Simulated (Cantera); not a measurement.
Mixture: CH₄ : O₂ : N₂ = 1 : 2.33 : 8.74 (molar parts), at 6.70 bar, adiabatic and at constant pressure. Ignition delay is the time to a rise of 400 K.

Computed with Cantera and GRI-Mech 3.0 (53 species, 325 reactions).

Q: What does this change do: N2 8.74 to 17 parts?

A: 
```csv
quantity,before,after
delay at 1125 K,18.2 ms,33.5 ms
delay at 1275 K,2.72 ms,5.20 ms
delay at 1425 K,0.522 ms,0.999 ms
delay at 1575 K,0.124 ms,0.224 ms
apparent activation energy between 1500 and 1650 K,180 kJ/mol,190 kJ/mol
```

Q: What does this change do: O2 2.33 to 1.6 parts?

A: 
| quantity | before | after |
|---|---|---|
| delay at 1125 K | 18.2 ms | 30.8 ms |
| delay at 1275 K | 2.72 ms | 4.72 ms |
| delay at 1425 K | 0.522 ms | 0.897 ms |
| delay at 1575 K | 0.124 ms | 0.200 ms |
| apparent activation energy between 1500 and 1650 K | 180 kJ/mol | 190 kJ/mol |
